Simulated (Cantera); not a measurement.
Cantera run, input and output.

```python
import numpy as np
import cantera as ct

gas = ct.Solution("gri30.yaml")
gas.TPX = 373, 100000, {'CO': 1, 'H2': 0.1, 'O2': 0.809, 'N2': 3.04}
flame = ct.FreeFlame(gas, width=0.04)
flame.set_refine_criteria(ratio=3, slope=0.08, curve=0.16)
flame.transport_model = "mixture-averaged"
flame.solve(loglevel=0, auto=True)
z, T = flame.grid, flame.T
thick = (T[-1] - T[0]) / np.gradient(T, z).max()
show = ['CO', 'H2', 'O2', 'OH', 'H', 'NO']
print(f"laminar burning velocity  {flame.velocity[0] * 100:.3f} cm/s")
print(f"burnt temperature         {T[-1]:.1f} K")
print(f"thermal thickness         {thick * 1e3:.4f} mm")
print(f"grid points               {len(z)}")
z0 = z[flame.heat_release_rate.argmax()]
print(f"{'z/mm':>9s}{'T/K':>9s}{'u/(m/s)':>9s}" + "".join(f"{s:>11s}" for s in show))
rows = []
for k in (-3, -2, -1.5, -1, -0.5, -0.25, 0, 0.25, 0.5, 1, 2, 4, 8):
    zz = z0 + k * thick
    rows.append([k * thick, np.interp(zz, z, T), np.interp(zz, z, flame.velocity),
                 *(np.interp(zz, z, flame.X[gas.species_index(s)]) for s in show)])
    print(f"{rows[-1][0] * 1e3:9.3f}{rows[-1][1]:9.1f}{rows[-1][2]:9.3f}" + "".join(f"{x:11.3e}" for x in rows[-1][3:]))
```

Output:

```
laminar burning velocity  39.992 cm/s
burnt temperature         2141.0 K
thermal thickness         0.8268 mm
grid points               118
     z/mm      T/K  u/(m/s)         CO         H2         O2         OH          H         NO
   -2.480    373.0    0.400  2.021e-01  2.013e-02  1.635e-01  4.485e-18  1.368e-18  3.885e-13
   -1.654    373.0    0.400  2.021e-01  1.986e-02  1.635e-01  3.561e-16  9.685e-17  7.320e-12
   -1.240    373.3    0.400  2.022e-01  1.933e-02  1.636e-01  2.083e-14  4.359e-15  7.039e-11
   -0.827    375.8    0.402  2.024e-01  1.789e-02  1.638e-01  3.060e-12  5.298e-13  7.614e-10
   -0.413    447.7    0.477  1.995e-01  1.315e-02  1.625e-01  5.161e-08  3.271e-08  5.455e-08
   -0.207    740.2    0.779  1.795e-01  8.596e-03  1.515e-01  9.899e-05  1.597e-04  9.965e-07
    0.000   1157.3    1.193  1.350e-01  3.597e-03  1.255e-01  6.726e-04  1.949e-03  3.891e-06
    0.207   1439.3    1.452  8.970e-02  1.183e-03  9.866e-02  1.725e-03  3.638e-03  9.454e-06
    0.413   1603.2    1.593  6.211e-02  9.096e-04  8.433e-02  2.565e-03  3.897e-03  1.581e-05
    0.827   1770.2    1.736  4.135e-02  8.515e-04  7.484e-02  3.284e-03  2.814e-03  2.597e-05
    1.654   1904.1    1.851  2.959e-02  6.193e-04  7.030e-02  3.275e-03  1.356e-03  3.935e-05
    3.307   2003.6    1.934  1.974e-02  3.901e-04  6.664e-02  2.851e-03  5.714e-04  6.029e-05
    6.615   2071.0    1.989  1.218e-02  2.309e-04  6.377e-02  2.310e-03  2.339e-04  9.457e-05
```

Detailed kinetics in Cantera: GRI-Mech 3.0 (53 species, 325 reactions). Burning velocities carry a grid error of a few per cent, more on coarse grids.
